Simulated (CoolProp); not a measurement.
Computed with CoolProp (reference Helmholtz-energy equation of state, Zhou 2012).

**Question.** For o-xylene, give the phase and the Z, cp (kJ/(kg K)), speed of sound (m/s), Joule-Thomson coefficient (K/MPa) at 461.7 K and 1.63 MPa.

**Answer.** 
- 461.7 K and 1.63 MPa: liquid; Z 0.0620, cp 2.34, speed of sound 748, Joule-Thomson coefficient -0.191
